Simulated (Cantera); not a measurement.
Input (Python, Cantera) and output of one run.

```python
import numpy as np
import cantera as ct

gas_names = """
    AL ALCL ALCL2 ALCL3 ALH ALN AL2 AL2CL6 CL CL2 H HCL H2 N NH NH2 NH3 N2 N2H2 N2H4
""".split()
cond_names = """
    AL(cr) AL(L) ALCL3(s) ALCL3(L) ALN(s) NH4CL(a) NH4CL(b)
""".split()


# ... load() reads the species with a 1 bar reference pressure and builds the phases ...
atoms = {
    'Al': {'AL': 1},
    'HCl': {'H': 1, 'CL': 1},
    'N2': {'N': 2},
}
top_T = {'ALN(s)': 2750}  # K; cautious upper limits of use, not melting points


# ... equilibrate(T, P, feed) seeds the gas with the atoms and calls Mixture.equilibrate('TP', solver="vcs", rtol=1e-11, max_steps=5000) ...
results = []
feed = {'Al': 1, 'HCl': 1.3, 'N2': 13}  # mol
T = 1098  # K
P = 13332.2  # Pa
mix = equilibrate(T, P, feed)
results.append((T, P, feed, dict(zip(mix.species_names, mix.species_moles))))
x = sorted(zip(gas.X, gas.species_names), reverse=True)
print(f"T = {T:g} K  P = {P:g} Pa  gas = {mix.phase_moles(0):.4g} mol")
print("   x: " + "  ".join(f"{s} {v:.3e}" for v, s in x if v > 1e-05))
print("   condensed (mol): " + ("  ".join(f"{mix.phase(i).name} {mix.phase_moles(i):.4g}"
      for i in range(1, mix.n_phases) if mix.phase_moles(i) > 1e-12) or "none"))
```

It prints:

```
T = 1098 K  P = 13332.2 Pa  gas = 13.8 mol
   x: N2 9.176e-01  H2 3.554e-02  ALCL3 2.369e-02  HCL 2.312e-02
   condensed (mol): ALN(s) 0.673
```

These are equilibrium values from Cantera (NASA tables, ideal gas, pure condensed phases), not measurements of a reactor.
